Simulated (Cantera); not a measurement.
Charge: 1 mol SiC, 0.019 mol CO₂, 5.5 mol H₂, 2.2 mol H₂O, equilibrated at 0.230 Pa.

Method: chemical equilibrium by Gibbs-energy minimisation in Cantera with the NASA 1993 tables (ideal gas, pure condensed phases). Candidate condensed phases: C, C₆H₆, C₇H₈, C₈H₁₈, H₂O, Si, SiC, SiO₂; 123 gas species. The numbers say what is thermodynamically allowed, not how fast it happens.

x: gas mole fraction; nothing condenses.

| T (K) | x H₂ | x H | x CO | x SiO | x H₂O | x CO₂ | x OH |
|---|---|---|---|---|---|---|---|
| 1550 | 0.755 | 0.0180 | 0.103 | 0.102 | 0.0213 | 0.00104 | 1.71e-5 |
| 1600 | 0.743 | 0.0309 | 0.102 | 0.101 | 0.0212 | 0.000969 | 3.45e-5 |
| 1650 | 0.726 | 0.0510 | 0.101 | 0.100 | 0.0210 | 0.000911 | 6.66e-5 |
| 1700 | 0.699 | ___ | 0.0997 | 0.0987 | 0.0206 | 0.000861 | ___ |
| 1750 | 0.660 | 0.125 | 0.0975 | 0.0965 | 0.0200 | 0.000817 | 0.000222 |
| 1800 | 0.608 | 0.184 | 0.0944 | 0.0934 | 0.0192 | 0.000780 | 0.000384 |
| 1850 | ___ | ___ | 0.0904 | 0.0894 | 0.0179 | 0.000748 | ___ |
| 1900 | 0.458 | 0.354 | 0.0855 | 0.0846 | 0.0162 | 0.000717 | 0.00103 |

### Question
Fill in the missing entries.

### Answer

- 1850, x H₂: 0.540
- 1850, x H: 0.261
- 1850, x OH: 0.000641
- 1700, x H: 0.0812
- 1700, x OH: 0.000124
